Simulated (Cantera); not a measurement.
Charge: 1 mol TEOS, 1.3 mol O2, 0.17 mol H2, at 0.440 bar.

Method: chemical equilibrium by Gibbs-energy minimisation in Cantera with the NASA 1993 tables (ideal gas, pure condensed phases). Candidate condensed phases: C, C6H6, C7H8, C8H18, H2O, Si, SiC, SiO2; 123 gas species. The feed counts by its element totals alone. The tables hold silica as quartz up to 1696 K and as liquid above; real silica turns to tridymite and cristobalite and melts near 1996 K. Kinetics and transport are ignored. All values below are at 1325 K.

Base state: H2 0.687, CO 0.311, CH4 0.00139, H2O 0.000676, CO2 0.000164 (mole fractions); condensed: C(graphite) + SiO2(β-quartz).

**Question.** What changes in the equilibrium state with this change: pressure from 0.440 bar to 7.40 mbar?

**Answer.** 
```csv
species,before,after
H2,0.687,0.688
CO,0.311,0.311
SiO,1.26e-8,4.44e-5
CH4,0.00139,2.35e-5
H2O,0.000676,1.14e-5
CO2,0.000164,2.77e-6
H,2.04e-6,1.58e-5
"C(graphite), mol",3.39,3.40
"SiO2(β-quartz), mol",1.00,0.999
```
